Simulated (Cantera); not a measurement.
Charge: 1 mol BCl3, 2.9 mol O2, 1.8 mol H2, 5.5 mol H2O, 0.07 mol N2, equilibrated at 1.33 mbar.

These are equilibrium values from Cantera (NASA tables, ideal gas, pure condensed phases), not measurements of a reactor. Candidate condensed phases: B, BN, B2O3, B3O3H3, H2O, NH4Cl; 49 gas species. The tables' values for BOCl are old estimates; treat these amounts as uncertain. Gases not in the tables: H3BO3. Kinetics and transport are ignored.

Problem. At 1623 K, list the 4 most abundant gas species with their mole fractions, and the condensed phases.

Solution. H2O 0.474, HCl 0.240, O2 0.169, HBO2 0.0853. Condensed: gas only.
